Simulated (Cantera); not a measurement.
Input: 1 mol FeS2, 0.31 mol H2, 24 mol N2, held at 85.0 Pa.

These are equilibrium values from Cantera (NASA tables, ideal gas, pure condensed phases), not measurements of a reactor. Candidate condensed phases: Fe, FeS, FeS2, S; 16 gas species. FeS: taken at fixed stoichiometry. Gases not in the tables: S3 to S7. Rates play no part.

x: gas mole fraction; n: condensed amount in mol.

```csv
T (K),x N2,x S2,x H2,x H2S,n FeS(s),n FeS(l)
875,0.972,0.0159,0.00377,(withheld),1.00,0
950,0.970,0.0172,0.00653,(withheld),1.00,0
1025,0.969,0.0184,0.00886,(withheld),1.00,0
1100,0.968,0.0191,0.0104,(withheld),1.00,0
1175,0.968,0.0195,0.0112,(withheld),1.00,0
1250,0.968,0.0197,0.0117,(withheld),1.000,0
1325,0.968,0.0199,0.0120,(withheld),1.000,0
1400,0.967,0.0199,0.0121,(withheld),1.000,0
1475,0.967,0.0199,0.0121,(withheld),0,0.998
```

### Question
What belongs in the gaps?

### Answer

- 875, x H2S: 0.00878
- 950, x H2S: 0.00599
- 1025, x H2S: 0.00365
- 1100, x H2S: 0.00212
- 1175, x H2S: 0.00124
- 1250, x H2S: 0.000745
- 1325, x H2S: 0.000466
- 1400, x H2S: 0.000304
- 1475, x H2S: 0.000205
